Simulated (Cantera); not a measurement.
## Reactions in the system Cl-Fe-H-O

Cantera with NASA thermochemical tables; ideal gases at 1 bar, condensed phases pure. Values are per mole of reaction as written; species without (g) are pure solids or liquids, kept so even where they would boil at 1 bar.

2 Fe2Cl6(g) + Fe(OH)2 ⇌ 5 FeCl2 + 2 HCl(g) + 2 O(g)

```csv
T (K),ΔH° (kJ),ΔS° (J/K),ΔG° (kJ),log10 K,condensed phases
300,487.4,124.2,450.2,-78.38,"Fe(OH)2(s), FeCl2(s)"
673,503.5,158.7,396.7,-30.79,"Fe(OH)2(s), FeCl2(s)"
723,505.9,162.1,388.7,-28.08,"Fe(OH)2(s), FeCl2(s)"
773,508.3,165.3,380.5,-25.71,"Fe(OH)2(s), FeCl2(s)"
823,510.7,168.4,372.2,-23.62,"Fe(OH)2(s), FeCl2(s)"
873,513.2,171.3,363.7,-21.76,"Fe(OH)2(s), FeCl2(s)"
923,515.7,174.1,355.0,-20.09,"Fe(OH)2(s), FeCl2(s)"
973,735.1,405.0,341.0,-18.31,"Fe(OH)2(s), FeCl2(l)"
```

3 H2O2(g) + Fe2Cl6(g) ⇌ 2 Fe(OH)3 + 6 Cl(g)

```
T (K)  ΔH° (kJ)  ΔS° (J/K)  ΔG° (kJ)  log10 K
-----  --------  ---------  --------  -------
300       125.9      -39.9     137.9   -24.01
673       149.3        8.1     143.9   -11.16
723       153.5       14.1     143.3   -10.35
773       157.8       19.9     142.4    -9.63
823       162.2       25.4     141.3    -8.97
873       166.7       30.6     139.9    -8.37
923       171.2       35.7     138.3    -7.82
973       175.8       40.5     136.3    -7.32
```
